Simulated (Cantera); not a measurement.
An isothermal, constant-pressure homogeneous reactor starts with C2H6 : N2 = 1 : 120 (molar parts), at 1750 K and 750 Torr. Integrator tolerance rtol = 1e-08.

Detailed kinetics in Cantera: GRI-Mech 3.0 (53 species, 325 reactions). GRI-Mech 3.0 stops at C3 and has no aromatics, soot or wall deposition, so with more carbon than oxygen in the feed, carbon stays in small species such as C2H2 where larger ones or solid carbon would form.

Question: What does this change do: C2H6 1 to 1.7 parts?

Answer: 
| quantity | before | after |
|---|---|---|
| x(C2H6) at 1.00 s | 1.37e-9 (gas-phase equilibrium 9.62e-12) | 2.48e-9 (gas-phase equilibrium 6.95e-11) |
| x(CH4) at 1.00 s | 5.82e-5 (gas-phase equilibrium 4.46e-6) | 0.000102 (gas-phase equilibrium 1.55e-5) |
| x(H2) at 1.00 s | 0.0161 (gas-phase equilibrium 0.0162) | 0.0270 (gas-phase equilibrium 0.0271) |
| x(CH2) at 1.00 s | 4.27e-9 (gas-phase equilibrium 3.29e-10) | 4.48e-9 (gas-phase equilibrium 6.83e-10) |
| x(C2H4) at 1.00 s | 4.35e-6 (gas-phase equilibrium 3.49e-7) | 1.21e-5 (gas-phase equilibrium 1.51e-6) |
| x(HCN) at 1.00 s | 2.24e-5 (gas-phase equilibrium 0.0150) | 1.61e-5 (gas-phase equilibrium 0.0238) |
| x(CH3) at 1.00 s | 2.16e-6 (gas-phase equilibrium 1.66e-7) | 2.92e-6 (gas-phase equilibrium 4.45e-7) |
